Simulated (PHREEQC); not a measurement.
2.2 g of hydrous ferric oxide (600 m²/g; 0.2 weak and 0.005 strong sites per Fe, Dzombak-Morel constants, diffuse double layer) in 1 kg of water with 0.3 mol/kgw of an inert sodium salt and 1.1e-05 mol Na2SeO4, at 25 °C; the pH is set by adding NaOH or the inert anion's acid. Oxygen is held at 0.21 atm. The system is closed to CO2. No solid was allowed to form.

Base run: PHREEQC, ion-association model, wateq4f.dat. Each further column changes one thing. The table gives surface charge σ (C/m²).

```csv
pH,base,background salt from 0.3 to 0.03 mol/kgw,oxide from 2.2 to 11 g/kgw
4,0.348,(withheld),0.349
5.33,0.230,(withheld),0.232
6,0.153,(withheld),0.155
7.33,0.044,(withheld),0.044
8.67,-0.031,-0.012,-0.031
10,-0.132,-0.062,-0.132
10.67,-0.205,(withheld),-0.206
12,-0.339,-0.264,-0.340
```

**Question.** Fill in the missing entries.

**Answer.** 
- 4, background salt from 0.3 to 0.03 mol/kgw: 0.272
- 5.33, background salt from 0.3 to 0.03 mol/kgw: 0.126
- 6, background salt from 0.3 to 0.03 mol/kgw: 0.074
- 7.33, background salt from 0.3 to 0.03 mol/kgw: 0.018
- 10.67, background salt from 0.3 to 0.03 mol/kgw: -0.108
